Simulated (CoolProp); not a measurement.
Vapour-liquid equilibrium of fluoroethane (R161) (1) + R1234yf (2) at 172.7 K; x and y are mole fractions of (1).

Values from CoolProp's multi-fluid Helmholtz-energy mixture model, Wu 2012 and Lemmon 2022; pair parameters Bell 2016.

Problem. Give the bubble pressure and the first vapour's composition at x = 0.05, 0.2, 0.35. Is there an azeotrope?

Solution. x = 0.05: 0.009727 bar, y = 0.103; x = 0.2: 0.01123 bar, y = 0.342; x = 0.35: 0.01251 bar, y = 0.510. No azeotrope shows between x = 0.05 and 0.95.

The pair parameters rest on a limited set of measurements; away from them the model extrapolates.
